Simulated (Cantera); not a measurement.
**Si + F2 + SF6 (silicon etching in halogen gases)**

Input: 1 mol Si, 1.7 mol F2, 1.2 mol SF6, equilibrated at 950 K and 1.33 mbar.

Equilibrium computed with Cantera from the NASA thermochemical tables; the gas is ideal and each condensed phase is pure. Candidate condensed phases: S, Si; 21 gas species. The tables' values for SF3, SF5 are old estimates; treat these amounts as uncertain. Rates play no part.

```json
{
  "x(SiF4)": "0.455",
  "x(SF6)": "0.409",
  "x(SF4)": "0.136",
  "x(SF3)": "0.000150",
  "x(SF2)": "2.11e-5",
  "x(SF5)": "2.09e-5",
  "x(F)": "6.95e-6",
  "gas_amount": "2.200 mol",
  "log10 activity of S(l) (absent)": "-10.90",
  "log10 activity of Si(s) (absent)": "-57.33"
}
```
